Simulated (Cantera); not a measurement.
An adiabatic, constant-pressure homogeneous reactor starts with 15.9 % H2, 17.6 % O2, 66.5 % N2, equivalence ratio 0.45, at 1625 K and 10.0 bar.

Model: GRI-Mech 3.0 (53 species, 325 reactions), integrated in Cantera. The hydrogen kinetics of GRI-Mech 3.0 are dated; newer H2 mechanisms differ, most at raised pressure.

### Question
Predict: time of steepest temperature rise; temperature at 5.00 s; equilibrium temperature; x(H2) at 5.00 s; x(O2) at 5.00 s; x(O) at 5.00 s; x(H2O2) at 5.00 s; x(OH) at 5.00 s; x(H) at 5.00 s.

### Answer
```json
{
  "time_of_steepest_temperature_rise": "1.07 µs",
  "temperature at 5.00 s": "2610 K",
  "equilibrium_temperature": "2610 K",
  "x(H2) at 5.00 s": "0.00169 (gas-phase equilibrium 0.00169)",
  "x(O2) at 5.00 s": "0.0928 (gas-phase equilibrium 0.0928)",
  "x(O) at 5.00 s": "0.00236 (gas-phase equilibrium 0.00236)",
  "x(H2O2) at 5.00 s": "1.40e-6 (gas-phase equilibrium 1.40e-6)",
  "x(OH) at 5.00 s": "0.0118 (gas-phase equilibrium 0.0118)",
  "x(H) at 5.00 s": "0.000523 (gas-phase equilibrium 0.000523)"
}
```
